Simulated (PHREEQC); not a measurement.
1 kg of water holding 0.038 mol KCl and 0.41 mol CaCl2 is evaporated at 25 °C; the solids stay in contact with the brine. The system is closed to CO2. Only these solids could form: Portlandite, Sylvite.

Equilibrium calculation in PHREEQC: Pitzer model, pitzer.dat.

Question: Predict water activity at water left (kg) = 0.5552, 0.375, 0.2082, 0.1156, 0.09502.

Answer: 
| water left (kg) | water activity |
|---|---|
| 0.5552 | 0.959 |
| 0.375 | 0.935 |
| 0.2082 | 0.857 |
| 0.1156 | 0.672 |
| 0.09502 | 0.574 |

Complexes and solids missing from the database can't appear.
